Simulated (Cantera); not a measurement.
A freely propagating, adiabatic, planar premixed flame of 5.67 % CH₄, 0.210 % C₂H₆, 1.48 % C₃H₈, 19.5 % O₂, 73.2 % N₂, equivalence ratio 1.00, unburnt at 698 K and 100.0 Torr; mixture-averaged transport, grid criteria slope 0.08 and curve 0.16, no radiation.

Model: GRI-Mech 3.0 (53 species, 325 reactions), integrated in Cantera. GRI-Mech 3.0 was tuned for natural gas; its chemistry of propane as a main component is partial and can be far from experiment. Burning velocities carry a grid error of a few per cent, more on coarse grids.

x: mole fraction of selected species; z is measured from the peak of heat release.

| z (mm) | T (K) | u (m/s) | x CH₄ | x C₂H₆ | x C₃H₈ | x CH₂CO | x C₂H | x O |
|---|---|---|---|---|---|---|---|---|
| -5.23 | 698 | 2.52 | 0.0567 | 0.00210 | 0.0147 | <1e-8 | <1e-8 | <1e-8 |
| -3.49 | 699 | 2.52 | 0.0565 | 0.00209 | 0.0147 | 1.04e-8 | <1e-8 | 1.75e-8 |
| -2.62 | 701 | 2.54 | 0.0563 | 0.00209 | 0.0147 | 1.19e-7 | <1e-8 | 1.06e-7 |
| -1.74 | 728 | 2.66 | 0.0548 | 0.00215 | 0.0144 | 3.20e-6 | <1e-8 | 7.95e-7 |
| -0.872 | 997 | 3.72 | 0.0434 | 0.00285 | 0.00994 | 0.000137 | <1e-8 | 2.47e-5 |
| -0.436 | (withheld) | 5.18 | (withheld) | (withheld) | (withheld) | 0.000539 | (withheld) | (withheld) |
| 0 | 1728 | 6.70 | 0.00844 | 0.000144 | 0.000100 | 0.000580 | 1.68e-6 | 0.00149 |
| 0.436 | 1902 | 7.41 | 0.00118 | 1.45e-6 | 2.11e-7 | 0.000151 | 1.62e-6 | 0.00457 |
| 0.872 | 1942 | 7.56 | 9.09e-5 | <1e-8 | <1e-8 | 1.48e-5 | 1.72e-7 | 0.00724 |
| 1.74 | 1962 | 7.61 | 4.37e-7 | <1e-8 | <1e-8 | 7.11e-8 | <1e-8 | 0.00873 |
| 3.49 | 1982 | 7.66 | <1e-8 | <1e-8 | <1e-8 | <1e-8 | <1e-8 | 0.00887 |
| 6.98 | 2005 | 7.73 | <1e-8 | <1e-8 | <1e-8 | <1e-8 | <1e-8 | 0.00850 |
| 14.0 | 2042 | 7.85 | <1e-8 | <1e-8 | <1e-8 | <1e-8 | <1e-8 | (withheld) |

Fill in the missing entries.


- -0.436, T (K): 1359
- -0.436, x CH₄: 0.0265
- -0.436, x C₂H₆: 0.00163
- -0.436, x C₃H₈: 0.00294
- -0.436, x C₂H: 5.99e-8
- -0.436, x O: 0.000236
- 14.0, x O: 0.00776
